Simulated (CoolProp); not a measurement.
Model: reference Helmholtz-energy equation of state, Outcalt 1996, in CoolProp. It is a modified Benedict-Webb-Rubin equation, recast in Helmholtz form.

Task: Give the vapour pressure (MPa), liquid density (kg/m³), enthalpy of vaporisation (kJ/kg), vapour Z of saturated R152A at 294.7, 299.9, 315.4 K.

Result: 
```json
[
 {"T (K)": "294.7", "p (MPa)": "0.538", "liquid density (kg/m³)": "908", "enthalpy of vaporisation (kJ/kg)": "283", "vapour Z": "0.870"},
 {"T (K)": "299.9", "p (MPa)": "0.628", "liquid density (kg/m³)": "895", "enthalpy of vaporisation (kJ/kg)": "277", "vapour Z": "0.856"},
 {"T (K)": "315.4", "p (MPa)": "0.965", "liquid density (kg/m³)": "853", "enthalpy of vaporisation (kJ/kg)": "257", "vapour Z": "0.808"}
]
```
